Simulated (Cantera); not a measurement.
Feed: 1 mol TEOS, 12 mol O₂, 13 mol N₂, equilibrated at 13.3 mbar.

These are equilibrium values from Cantera (NASA tables, ideal gas, pure condensed phases), not measurements of a reactor. Candidate condensed phases: C, C₆H₆, C₇H₈, C₈H₁₈, H₂O, Si, SiC, SiO₂, Si₂N₂O, Si₃N₄; 151 gas species. The feed counts by its element totals alone. The tables hold silica as quartz up to 1696 K and as liquid above; real silica turns to tridymite and cristobalite and melts near 1996 K. Kinetics and transport are ignored.

Q: Which condensed phases are stable at each of these points (T (°C)): 1100, 1150, 1200, 1250, 1300, 1350, 1400, 1450, 1500, 1550, 1600, 1650, 1700, 1750?

A: 
```tsv
T (°C)	condensed phases	Si condensed (%)
1100	SiO₂(β-quartz)	100.0
1150	SiO₂(β-quartz)	100.0
1200	SiO₂(β-quartz)	100.0
1250	SiO₂(β-quartz)	100.0
1300	SiO₂(β-quartz)	100.0
1350	SiO₂(β-quartz)	100.0
1400	SiO₂(β-quartz)	100.0
1450	SiO₂(condensed)	100.0
1500	SiO₂(condensed)	100.0
1550	SiO₂(condensed)	100.0
1600	SiO₂(condensed)	100.0
1650	SiO₂(condensed)	99.9
1700	SiO₂(condensed)	99.8
1750	SiO₂(l)	99.3
```

From 1100 °C to 1400 °C the condensed part is SiO₂(β-quartz). From 1450 °C to 1700 °C the condensed part is SiO₂(condensed). At 1750 °C the condensed part is SiO₂(l).
